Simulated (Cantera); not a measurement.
A diamond (100) surface in a fixed gas of H2 with x(CH4) = 0.013, x(H) = 0.0009, x(CH3) = 1.5e-05, at 1023 K; coverages are run to steady state.

Computed with Cantera and the Harris–Goodwin 1993 mechanism for the reconstructed diamond (100) surface.

θ: site fractions in the mechanism's names (c6HH fully hydrogenated, c6H* and c6*H radical sites, c6** diradical, c6HM methylated).

```
P (Pa)  growth (µm/h)  θ c6HH  θ c6H*  θ c6*H  θ c6**      θ c6HM
------  -------------  ------  ------  ------  ------  ----------
610            0.0137   0.580  0.0201   0.387  0.0103  (withheld)
950            0.0285   0.579  0.0201   0.386  0.0103  (withheld)
1500           0.0583   0.579  0.0201   0.386  0.0103  (withheld)
2300            0.109   0.578  0.0201   0.386  0.0102  (withheld)
3500            0.195   0.577  0.0200   0.385  0.0102  (withheld)
5500            0.348   0.577  0.0200   0.385  0.0102  (withheld)
8500            0.588   0.576  0.0200   0.384  0.0102     0.00648
13000           0.956   0.576  0.0200   0.384  0.0102     0.00690
```

### Question
Fill in the missing entries.

### Answer

- 610, θ c6HM: 0.00197
- 950, θ c6HM: 0.00269
- 1500, θ c6HM: 0.00355
- 2300, θ c6HM: 0.00439
- 3500, θ c6HM: 0.00517
- 5500, θ c6HM: 0.00591
